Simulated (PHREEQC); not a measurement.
0.23 g of hydrous ferric oxide (600 m²/g; 0.2 weak and 0.005 strong sites per Fe, Dzombak-Morel constants, diffuse double layer) in 1 kg of water with 0.005 mol/kgw of an inert sodium salt, at 25 °C; the pH is set by adding NaOH or the inert anion's acid. Oxygen alone is held at its pressure in air (log pO2 = -0.68). No CO2 enters from the air. Nothing may precipitate in this run.

All values are PHREEQC results (ion-association model, wateq4f.dat), not measurements.

| pH | surface charge σ (C/m²) | surface potential ψ (mV) |
|---|---|---|
| 3 | 0.303 | 215 |
| 3.75 | 0.213 | 201 |
| 4.5 | 0.132 | 177 |
| 4.88 | 0.099 | 163 |
| 5.62 | ? | 132 |
| 6.38 | 0.026 | ? |
| 7.12 | 0.011 | 55 |
| 7.5 | ? | 34 |
| 8.25 | -0.001 | -8 |
| 9 | -0.009 | -50 |

Q: What belongs in the gaps?

A: 
- 5.62, surface charge σ (C/m²): 0.054
- 6.38, surface potential ψ (mV): 95
- 7.5, surface charge σ (C/m²): 0.006

The oxide is taken as insoluble; below pH 4 it would dissolve.
